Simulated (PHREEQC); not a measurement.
Polishing slurry liquid: an equilibrium model

Dissolve 0.003 mol/kgw H2SO4 at 25 °C. Closed to the air; pH follows from the charge balance.

The numbers come from PHREEQC with the ion-association model, phreeqc.dat.

No solid was allowed to form.

Question: Predict the pH.

Answer: pH 2.32.

Question: In which forms is S present?

Answer: SO4-2 74 %, HSO4- 26 % of the S.
